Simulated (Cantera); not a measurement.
A closed system holds: 1 mol SiCl4, 2.7 mol HCl, 0.28 mol H2, held at 1423 K and 0.100 bar.

These are equilibrium values from Cantera (NASA tables, ideal gas, pure condensed phases), not measurements of a reactor. Candidate condensed phases: Si; 19 gas species. The tables' values for SiCl3 are old estimates; treat these amounts as uncertain. Kinetics and transport are ignored.

Base state: HCl 0.695, SiCl4 0.228, H2 0.0568, SiCl3 0.0149, SiCl2 0.00384, SiHCl3 0.00145, Cl 5.01e-5 (mole fractions); condensed: gas only.

### Question
What changes in the equilibrium state with this change: pressure from 0.100 bar to 0.710 bar?

### Answer
```json
[
 {"species": "HCl", "before": "0.695", "after": "0.685"},
 {"species": "SiCl4", "before": "0.228", "after": "0.241"},
 {"species": "H2", "before": "0.0568", "after": "0.0645"},
 {"species": "SiCl3", "before": "0.0149", "after": "0.00638"},
 {"species": "SiCl2", "before": "0.00384", "after": "0.000668"},
 {"species": "Cl", "before": "5.01e-5", "after": "1.74e-5"}
]
```
